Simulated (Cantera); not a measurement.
Cantera run:

```python
import numpy as np
import cantera as ct

gas_names = """
    B BH BH2 BH3 BN B2 H H2 N NH NH2 NH3 N2 N2H2 N2H4
""".split()
cond_names = """
    B(b) B(L) BN(s)
""".split()


# ... load() reads the species with a 1 bar reference pressure and builds the phases ...
atoms = {
    'B': {'B': 1},
    'NH3': {'N': 1, 'H': 3},
}
top_T = {'BN(s)': 3200}  # K; cautious upper limits of use, not melting points


# ... equilibrate(T, P, feed) seeds the gas with the atoms and calls Mixture.equilibrate('TP', solver="vcs", rtol=1e-11, max_steps=5000) ...
results = []
feed = {'B': 1, 'NH3': 0.19}  # mol
T = 2248.15  # K
P = 1200  # Pa
mix = equilibrate(T, P, feed)
results.append((T, P, feed, dict(zip(mix.species_names, mix.species_moles))))
x = sorted(zip(gas.X, gas.species_names), reverse=True)
print(f"T = {T:g} K  P = {P:g} Pa  gas = {mix.phase_moles(0):.4g} mol")
print("   x: " + "  ".join(f"{s} {v:.3e}" for v, s in x if v > 1e-06))
print("   condensed (mol): " + ("  ".join(f"{mix.phase(i).name} {mix.phase_moles(i):.4g}"
      for i in range(1, mix.n_phases) if mix.phase_moles(i) > 1e-12) or "none"))
```

Result:

```
T = 2248.15 K  P = 1200 Pa  gas = 0.3912 mol
   x: H2 6.994e-01  N2 2.429e-01  H 5.613e-02  BH2 1.157e-03  B 4.348e-04  BH 4.050e-05  BN 1.442e-05  BH3 4.048e-06
   condensed (mol): B(b) 0.9994
```

Cantera equilibrium calculation (NASA polynomials, part measured and part estimated; ideal gas, pure solids and liquids). The tables' values for BH2 are old estimates; treat these amounts as uncertain.
